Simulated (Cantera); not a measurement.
What does this Cantera script print?

```python
import numpy as np
import cantera as ct

gas_names = [...]  # 115 gases of nasa_gas.yaml made of C, Ca, H, O
cond_names = """
    C(gr) C6H6(L) C7H8(L) C8H18(L),n-octa Ca(a) Ca(b) Ca(L) CaCO3(caL) CaO(s) CaO(L) CaO2H2(s) H2O(s)
    H2O(L)
""".split()


# ... load() reads the species with a 1 bar reference pressure and builds the phases ...
atoms = {
    'Ca(OH)2': {'Ca': 1, 'O': 2, 'H': 2},
    'C': {'C': 1},
    'H2': {'H': 2},
}
top_T = {'C(gr)': 4500}  # K; cautious upper limits of use, not melting points


# ... equilibrate(T, P, feed) seeds the gas with the atoms and calls Mixture.equilibrate('TP', solver="vcs", rtol=1e-11, max_steps=5000) ...
results = []
feed = {'Ca(OH)2': 1, 'C': 0.049, 'H2': 0.27}  # mol
T = 823  # K
P = 140  # Pa
mix = equilibrate(T, P, feed)
results.append((T, P, feed, dict(zip(mix.species_names, mix.species_moles))))
x = sorted(zip(gas.X, gas.species_names), reverse=True)
print(f"T = {T:g} K  P = {P:g} Pa  gas = {mix.phase_moles(0):.4g} mol")
print("   x: " + "  ".join(f"{s} {v:.3e}" for v, s in x if v > 1e-05))
print("   condensed (mol): " + ("  ".join(f"{mix.phase(i).name} {mix.phase_moles(i):.4g}"
      for i in range(1, mix.n_phases) if mix.phase_moles(i) > 1e-12) or "none"))
```

It prints:

```
T = 823 K  P = 140 Pa  gas = 1.319 mol
   x: H2O 6.876e-01  H2 2.753e-01  CO2 3.345e-02  CO 3.703e-03
   condensed (mol): CaO(s) 1
```

Equilibrium computed with Cantera from the NASA thermochemical tables; the gas is ideal and each condensed phase is pure.
